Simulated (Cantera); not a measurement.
Feed: 1 mol SO2, 3.3 mol O2, held at 55.0 Pa.

Method: chemical equilibrium by Gibbs-energy minimisation in Cantera with the NASA 1993 tables (ideal gas, pure condensed phases). Candidate condensed phases: S; 10 gas species. Rates play no part.

log p: log10 of the partial pressure in bar; nothing condenses.

```csv
T (K),log p O,log p O2,log p SO2,log p S,log p SO,log p SO3,log p S2
925,-12.56,-3.38,-3.93,<-15,-15.24,-4.95,<-15
1125,-10.02,-3.37,-3.90,<-15,-12.17,-5.89,<-15
1325,-8.25,-3.37,-3.89,<-15,-10.05,-6.57,<-15
1525,-6.93,-3.37,-3.89,-13.36,-8.49,-7.06,<-15
1725,-5.92,-3.38,-3.89,-11.06,-7.29,-7.44,<-15
1925,-5.12,-3.38,-3.90,-9.24,-6.34,-7.74,?
2125,-4.48,-3.41,-3.92,-7.75,-5.58,-8.01,?
2325,-3.98,-3.48,-3.98,-6.52,-4.97,-8.31,?
2525,-3.62,-3.67,-4.19,-5.51,-4.55,-8.78,?
2725,-3.42,-4.04,-4.70,-4.77,-4.42,-9.61,?
2925,-3.34,-4.55,-5.61,-4.41,-4.67,-10.90,?
3125,-3.32,-5.10,-6.70,-4.29,-5.15,-12.36,?
3325,-3.31,-5.60,-7.76,-4.26,-5.65,-13.76,?
```

Question: Some entries are withheld; supply them.

Answer: 
- 1925, log p S2: -13.04
- 2125, log p S2: -11.18
- 2325, log p S2: -9.64
- 2525, log p S2: -8.39
- 2725, log p S2: -7.58
- 2925, log p S2: -7.42
- 3125, log p S2: -7.69
- 3325, log p S2: -8.06
